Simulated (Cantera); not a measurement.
Mixture: 7.33 % CH₄, 0.513 % C₂H₆, 19.4 % O₂, 72.8 % N₂, at 1000000 Pa, adiabatic and at constant pressure. Ignition delay is the time to a rise of 400 K.

Computed with Cantera and GRI-Mech 3.0 (53 species, 325 reactions).

Task: At T0 = 1250 K, what is the delay, and which 5 reactions control it most (d ln τ / d ln k, from doubling and halving each rate constant)?

Result: The delay is 0.747 ms.
```
reaction                  d ln τ / d ln k   faster rate
------------------------  ---------------  ------------
CH3 + HO2 <=> CH3O + OH             -0.79   shortens it
2 CH3 (+M) <=> C2H6 (+M)             0.46  lengthens it
H + O2 <=> O + OH                   -0.46   shortens it
CH4 + OH <=> CH3 + H2O               0.45  lengthens it
C2H6 + OH <=> C2H5 + H2O            -0.38   shortens it
```
